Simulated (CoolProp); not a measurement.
Model: reference Helmholtz-energy equation of state, Colonna 2008, in CoolProp. It is a short technical equation, of lower accuracy than the large ones.

Q: For dodecamethylcyclohexasiloxane (D6), give the phase and the cp (kJ/(kg K)), Joule-Thomson coefficient (K/MPa) at 539.7 K and 0.389 MPa; 510.7 K and 0.0159 MPa.

A: 
- 539.7 K and 0.389 MPa: liquid; cp 2.08, Joule-Thomson coefficient 0.203
- 510.7 K and 0.0159 MPa: gas; cp 1.77, Joule-Thomson coefficient 15.9
